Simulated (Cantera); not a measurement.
Equilibrium for silicon carbide growth: (CH₃)₂SiCl₂ + C₂H₂ + H₂

A closed system holds: 1 mol (CH₃)₂SiCl₂, 0.014 mol C₂H₂, 1.7 mol H₂, held at 0.00130 bar.

Equilibrium computed with Cantera from the NASA thermochemical tables; the gas is ideal and each condensed phase is pure. Candidate condensed phases: C, C₆H₆, C₇H₈, C₈H₁₈, Si, SiC; 109 gas species. The feed counts by its element totals alone. The tables' values for SiCl₃ are old estimates; treat these amounts as uncertain. Rates play no part.

From 802 °C to 1302 °C the condensed part is C(graphite) + SiC(s). The main Si-bearing gas is SiCl₄ at 802 °C and SiCl₂ at 1302 °C.

```csv
T (°C),log p H₂,log p HCl,log p SiCl₄,log p SiCl₂,n C(graphite),n SiC(s)
802,-3.06,-3.39,-4.93,-6.57,1.08,0.945
852,-3.07,-3.36,-5.27,-6.32,1.06,0.972
902,-3.07,-3.35,-5.63,-6.12,1.04,0.984
952,-3.07,-3.35,-5.99,-5.95,1.04,0.989
1002,-3.07,-3.35,-6.33,-5.80,1.04,0.989
1052,-3.07,-3.35,-6.64,-5.66,1.04,0.988
1102,-3.07,-3.35,-6.94,-5.54,1.04,0.985
1152,-3.07,-3.35,-7.22,-5.42,1.05,0.982
1202,-3.07,-3.35,-7.48,-5.32,1.05,0.978
1252,-3.07,-3.35,-7.73,-5.22,1.06,0.973
1302,-3.07,-3.36,-7.97,-5.13,1.06,0.967
```
log p: log10 of the partial pressure in bar; n: condensed amount in mol.
